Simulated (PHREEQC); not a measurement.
Make-up at 20 °C: 0.0028 mol Cu(BF4)2 per kg of water. Closed to the air; pH follows from the charge balance.

Model: ion-association model, wateq4f.dat, run in PHREEQC.

```json
{
  "pH": "2.97",
  "ionic_strength": "0.00942 mol/kgw",
  "total_alkalinity": "-16.8 meq/kg"
}
```

| species | molality | activity | log γ |
|---|---|---|---|
| BF4- | 0.00389 | 0.00350 | -0.045 |
| HF | 0.00280 | 0.00280 | 0.001 |
| Cu+2 | 0.00273 | 0.00187 | -0.165 |
| F- | 0.00213 | 0.00192 | -0.044 |
| H+ | 0.00116 | 0.00106 | -0.038 |
| H3BO3 | 0.00106 | 0.00106 | 0.001 |
| BF3OH- | 0.000464 | 0.000418 | -0.045 |
| BF2(OH)2- | 0.000189 | 0.000170 | -0.045 |
| CuF+ | 6.89e-5 | 6.24e-5 | -0.043 |
| H2F2 | 2.44e-5 | 2.44e-5 | 0.001 |
| HF2- | 2.20e-5 | 1.98e-5 | -0.044 |

This is a speciation only: nothing precipitates in the calculation. Real BF4- forms and hydrolyses slowly; the run takes it at equilibrium.
